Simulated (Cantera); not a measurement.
A closed system holds: 1 mol SiC, 0.055 mol H2O, a varied amount of N2, held at 1825 K and 13.3 mbar.

These are equilibrium values from Cantera (NASA tables, ideal gas, pure condensed phases), not measurements of a reactor. Candidate condensed phases: C, C6H6, C7H8, C8H18, H2O, Si, SiC, SiO2, Si2N2O, Si3N4; 151 gas species. Rates play no part.

x: gas mole fraction; n: condensed amount in mol.

| n(N2) (mol) | x N2 | x H2 | x CO | x SiO | x H | x Si | x HCN | n SiC(s) |
|---|---|---|---|---|---|---|---|---|
| 5 | 0.978 | 0.0105 | 0.00542 | 0.00534 | 0.000391 | 0.000118 | 5.47e-5 | 0.972 |
| 8.9 | 0.987 | 0.00593 | 0.00310 | 0.00301 | 0.000294 | 0.000117 | 4.15e-5 | 0.972 |
| 13 | 0.991 | … | … | … | … | 0.000116 | … | 0.971 |
| 17 | 0.993 | 0.00309 | 0.00166 | 0.00156 | 0.000212 | 0.000116 | 3.05e-5 | 0.971 |
| 21 | 0.995 | 0.00249 | 0.00135 | 0.00125 | 0.000191 | 0.000115 | 2.77e-5 | 0.971 |
| 24 | 0.995 | … | … | … | 0.000178 | 0.000114 | 2.60e-5 | 0.971 |
| 28 | 0.996 | 0.00186 | 0.00103 | 0.000927 | 0.000165 | 0.000113 | 2.42e-5 | 0.970 |
| 32 | 0.996 | 0.00162 | 0.000907 | 0.000805 | 0.000154 | 0.000112 | 2.28e-5 | 0.970 |
| 36 | 0.997 | 0.00144 | 0.000812 | 0.000710 | 0.000145 | 0.000111 | 2.17e-5 | 0.970 |
| 40 | 0.997 | 0.00129 | 0.000736 | 0.000635 | 0.000137 | 0.000111 | 2.07e-5 | 0.970 |
| 44 | 0.997 | 0.00117 | 0.000674 | 0.000572 | 0.000131 | 0.000110 | 1.98e-5 | 0.969 |

### Question
Complete the blanks.

### Answer

- 13, x H2: 0.00405
- 13, x CO: 0.00214
- 13, x SiO: 0.00205
- 13, x H: 0.000243
- 13, x HCN: 3.47e-5
- 24, x H2: 0.00218
- 24, x CO: 0.00119
- 24, x SiO: 0.00109
